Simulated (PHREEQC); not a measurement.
PHREEQC input (Pitzer model, pitzer.dat):

```
SOLUTION 1
  temp 30
  units mol/kgw
  pH 7 charge
  Cl 0.024
  K 0.024
  S(6) 0.02
  Na 0.04
END
USE solution 1
INCREMENTAL_REACTIONS false
REACTION 1
  H2O -1
  0 9.886 18.011 24.689 30.178 34.689 38.397 41.444
  43.949 46.007 47.699 49.089 50.232 51.172 51.944 52.578
  53.1 53.528 53.88 54.17 54.408 54.603 54.764 54.896
  55.005 55.094 55.168 55.228 moles
EQUILIBRIUM_PHASES 1
  Arcanite 0 0
  Glaserite 0 0
  Halite 0 0
  Mirabilite 0 0
  Misenite 0 0
  Sylvite 0 0
  Thenardite 0 0
SELECTED_OUTPUT 1
  -reset false
  -pH true
  -pe true
  -ionic_strength true
  -water true
  -activities H2O
  -totals Cl K Na S
  -molalities H+ Na+ K+ Cl- SO4-2 OH- HSO4-
  -equilibrium_phases Arcanite Glaserite Halite Mirabilite Misenite Sylvite Thenardite
PRINT
  -reset false
END
```

Selected output (columns that matter, 25 of 28 rows; water left (kg) added in front):

```
water left (kg)	pH	mu	Cl	K	Na	S	m_H+	m_Na+	m_K+	m_Cl-	m_SO4-2	la_H2O	Glaserite	Thenardite
1	7.0469	0.084	0.024	0.024	0.04	0.02	1.1859e-07	0.04	0.024	0.024	0.02	-0.00074765	0	0
0.821894	7.0589	0.1022	0.029201	0.029201	0.048668	0.024334	1.179e-07	0.048668	0.029201	0.029201	0.024334	-0.00090239	0	0
0.675514	7.0712	0.12435	0.035529	0.035529	0.059214	0.029607	1.1726e-07	0.059214	0.035529	0.035529	0.029607	-0.0010889	0	0
0.555203	7.0838	0.1513	0.043227	0.043227	0.072046	0.036023	1.1667e-07	0.072046	0.043227	0.043227	0.036023	-0.0013139	0	0
0.456313	7.0965	0.18408	0.052595	0.052595	0.087659	0.04383	1.1614e-07	0.087659	0.052595	0.052595	0.043829	-0.001585	0	0
0.30824	7.1221	0.27252	0.077861	0.077861	0.12977	0.064885	1.1525e-07	0.12977	0.077861	0.077861	0.064884	-0.0023061	0	0
0.253345	7.1348	0.33156	0.094733	0.094733	0.15789	0.078944	1.1488e-07	0.15789	0.094733	0.094733	0.078944	-0.0027814	0	0
0.208215	7.1474	0.40343	0.11527	0.11527	0.19211	0.096055	1.1452e-07	0.19211	0.11527	0.11527	0.096054	-0.0033545	0	0
0.171138	7.1598	0.49083	0.14024	0.14024	0.23373	0.11686	1.1414e-07	0.23373	0.14024	0.14024	0.11686	-0.0040454	0	0
0.140655	7.1719	0.59721	0.17063	0.17063	0.28438	0.14219	1.1366e-07	0.28438	0.17063	0.17063	0.14219	-0.0048788	0	0
0.115613	7.1837	0.72656	0.20759	0.20759	0.34598	0.17299	1.1299e-07	0.34598	0.20759	0.20759	0.17299	-0.0058839	0	0
0.0950203	7.1951	0.88402	0.25258	0.25258	0.42096	0.21048	1.12e-07	0.42096	0.25258	0.25258	0.21048	-0.0070979	0	0
0.0641769	7.2167	1.3089	0.37397	0.37397	0.62328	0.31164	1.0827e-07	0.62328	0.37397	0.37397	0.31164	-0.010344	0	0
0.0527548	7.2271	1.5923	0.45494	0.45494	0.75823	0.37911	1.0497e-07	0.75823	0.45494	0.45494	0.37911	-0.012502	0	0
0.0433504	7.2373	1.9377	0.55363	0.55363	0.92271	0.46136	1.0022e-07	0.92271	0.55363	0.55363	0.46136	-0.01514	0	0
0.0356396	7.2476	2.3569	0.67341	0.67341	1.1223	0.56117	9.361e-08	1.1223	0.67341	0.67341	0.56117	-0.018371	0	0
0.0292979	7.2585	2.8671	0.81917	0.81917	1.3653	0.68264	8.4726e-08	1.3653	0.81917	0.81917	0.68264	-0.02237	0	0
0.0240733	7.2707	3.4893	0.99696	0.99696	1.6616	0.8308	7.3292e-08	1.6616	0.99696	0.99696	0.8308	-0.027378	0	0
0.0197855	7.2854	4.2455	1.213	1.213	2.0217	1.0108	5.9476e-08	2.0217	1.213	1.213	1.0108	-0.0337	0	0
0.0162724	7.2847	4.874	1.4749	1.3308	2.4101	1.133	4.9015e-08	2.4101	1.3308	1.4749	1.133	-0.040209	0.00078133	0
0.0133718	7.2604	5.2655	1.7948	1.2866	2.822	1.1569	4.3591e-08	2.822	1.2866	1.7948	1.1569	-0.046518	0.0022652	0
0.00902992	7.2054	6.3433	2.6578	1.1783	3.9365	1.2285	3.0813e-08	3.9365	1.1783	2.6578	1.2285	-0.065425	0.0044534	0
0.0074265	7.1756	7.0657	3.2317	1.1091	4.6786	1.278	2.3999e-08	4.6786	1.1091	3.2317	1.278	-0.079523	0.0052545	0
0.00609332	7.1448	7.9578	3.9387	1.0249	5.5933	1.3397	1.7328e-08	5.5933	1.0249	3.9387	1.3397	-0.098625	0.0059184	0
0.00501236	7.0853	8.3252	4.7882	1.0262	6.12	1.179	1.4146e-08	6.12	1.0262	4.7882	1.179	-0.11654	0.0062854	0.0015196
```
